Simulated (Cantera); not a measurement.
A closed system holds: 1 mol FeS2, 0.13 mol O2, at 1598 K and 0.440 bar.

These are equilibrium values from Cantera (NASA tables, ideal gas, pure condensed phases), not measurements of a reactor. Candidate condensed phases: Fe, FeO, FeS, FeSO4, FeS2, Fe2O3, Fe2(SO4)3, Fe3O4, S; 12 gas species. FeS: taken at fixed stoichiometry. Rates play no part.

### Question
What is the equilibrium state?

### Answer
x(S2): 0.758
x(SO2): 0.219
x(S2O): 0.0152
x(SO): 0.00836
x(S): 0.000155
n(FeS(l)): 1.00 mol
gas amount: 0.5641 mol
log10 activity of S(l) (absent): -1.54
log10 activity of Fe(γ) (absent): -1.89
